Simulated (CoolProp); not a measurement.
Hydrogen chloride along the isobar 8670 kPa: Z from the reference equation and from simpler models built on Tc = 324.7 K, pc = 8314 kPa, ω = 0.130; each cubic takes its own stable root.

The numbers come from the reference Helmholtz-energy equation of state, Thol 2018 in CoolProp.

| T (K) | phase | reference | van der Waals | Redlich-Kwong | Soave-Redlich-Kwong | Peng-Robinson |
|---|---|---|---|---|---|---|
| 266.3 | liquid | 0.1456 | 0.2397 | 0.1728 | 0.1696 | 0.1501 |
| 281.8 | liquid | 0.1461 | 0.2399 | 0.1763 | 0.1729 | 0.1531 |
| 297.3 | liquid | 0.1498 | 0.2451 | 0.1849 | 0.1814 | 0.1611 |
| 312.9 | liquid | 0.1605 | 0.2609 | 0.2054 | 0.2021 | 0.1807 |
| 328.4 | supercritical | 0.3823 | 0.4037 | 0.4161 | 0.4279 | 0.4010 |
| 343.9 | supercritical | 0.5890 | 0.6097 | 0.6046 | 0.6168 | 0.5874 |
| 359.4 | supercritical | 0.6750 | 0.6824 | 0.6837 | 0.6984 | 0.6695 |
| 375 | supercritical | 0.7319 | 0.7316 | 0.7374 | 0.7540 | 0.7260 |
| 390.5 | supercritical | 0.7733 | 0.7684 | 0.7773 | 0.7954 | 0.7683 |
| 406 | supercritical | 0.8055 | 0.7976 | 0.8087 | 0.8278 | 0.8017 |
